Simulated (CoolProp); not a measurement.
Properties of R245ca along the isotherm 176.85 °C (Tc = 174.4 °C, pc = 3.941 MPa, ω = 0.355).

Values from CoolProp's reference Helmholtz-energy equation of state, Zhou 2016.

| p (MPa) | phase | Z | cv (kJ/(kg K)) | Joule-Thomson coefficient (K/MPa) | fugacity coefficient |
|---|---|---|---|---|---|
| 1.23 | gas | 0.8848 | 1.127 | 8.593 | 0.8947 |
| 2.46 | gas | 0.7435 | 1.167 | 10.79 | 0.7927 |
| 3.69 | gas | 0.5194 | 1.246 | 15.45 | 0.6884 |
| 4.93 | supercritical | 0.2202 | 1.227 | 3.080 | 0.5622 |
| 6.16 | supercritical | 0.2524 | 1.209 | 1.613 | 0.4741 |
| 7.39 | supercritical | 0.2892 | 1.202 | 1.076 | 0.4151 |
| 8.62 | supercritical | 0.3267 | 1.198 | 0.7839 | 0.3732 |
| 9.85 | supercritical | 0.3643 | 1.195 | 0.5964 | 0.3419 |
